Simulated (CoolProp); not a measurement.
Properties of dimethyl carbonate along the isotherm 232.15 °C (Tc = 283.9 °C, pc = 4.909 MPa, ω = 0.346).

Values from CoolProp's reference Helmholtz-energy equation of state, Zhou 2011.

```json
[
 {"p (MPa)": "0.0233", "phase": "gas", "Z": "0.9978", "cv (kJ/(kg K))": "1.592", "Joule-Thomson coefficient (K/MPa)": "8.458", "expansivity (1/kK)": "1.993", "fugacity coefficient": "0.9978"},
 {"p (MPa)": "0.0441", "phase": "gas", "Z": "0.9958", "cv (kJ/(kg K))": "1.593", "Joule-Thomson coefficient (K/MPa)": "8.484", "expansivity (1/kK)": "2.006", "fugacity coefficient": "0.9958"},
 {"p (MPa)": "0.0837", "phase": "gas", "Z": "0.9919", "cv (kJ/(kg K))": "___", "Joule-Thomson coefficient (K/MPa)": "___", "expansivity (1/kK)": "2.031", "fugacity coefficient": "0.9920"},
 {"p (MPa)": "0.159", "phase": "gas", "Z": "0.9846", "cv (kJ/(kg K))": "1.595", "Joule-Thomson coefficient (K/MPa)": "8.634", "expansivity (1/kK)": "2.079", "fugacity coefficient": "0.9848"},
 {"p (MPa)": "0.301", "phase": "gas", "Z": "___", "cv (kJ/(kg K))": "1.598", "Joule-Thomson coefficient (K/MPa)": "8.831", "expansivity (1/kK)": "2.177", "fugacity coefficient": "___"},
 {"p (MPa)": "0.57", "phase": "gas", "Z": "0.9429", "cv (kJ/(kg K))": "1.605", "Joule-Thomson coefficient (K/MPa)": "9.246", "expansivity (1/kK)": "2.388", "fugacity coefficient": "0.9457"},
 {"p (MPa)": "1.08", "phase": "gas", "Z": "0.8864", "cv (kJ/(kg K))": "___", "Joule-Thomson coefficient (K/MPa)": "10.23", "expansivity (1/kK)": "2.917", "fugacity coefficient": "___"},
 {"p (MPa)": "2.05", "phase": "gas", "Z": "0.7546", "cv (kJ/(kg K))": "___", "Joule-Thomson coefficient (K/MPa)": "13.53", "expansivity (1/kK)": "5.056", "fugacity coefficient": "0.8054"},
 {"p (MPa)": "3.88", "phase": "liquid", "Z": "0.1133", "cv (kJ/(kg K))": "1.711", "Joule-Thomson coefficient (K/MPa)": "0.4083", "expansivity (1/kK)": "3.486", "fugacity coefficient": "0.4841"},
 {"p (MPa)": "7.36", "phase": "liquid", "Z": "0.2086", "cv (kJ/(kg K))": "1.708", "Joule-Thomson coefficient (K/MPa)": "___", "expansivity (1/kK)": "2.814", "fugacity coefficient": "0.2821"}
]
```

Task: Fill in the missing entries.

Result: 
- 0.0837, cv (kJ/(kg K)): 1.594
- 0.0837, Joule-Thomson coefficient (K/MPa): 8.535
- 0.301, Z: 0.9705
- 0.301, fugacity coefficient: 0.9712
- 1.08, cv (kJ/(kg K)): 1.619
- 1.08, fugacity coefficient: 0.8975
- 2.05, cv (kJ/(kg K)): 1.658
- 7.36, Joule-Thomson coefficient (K/MPa): 0.2303
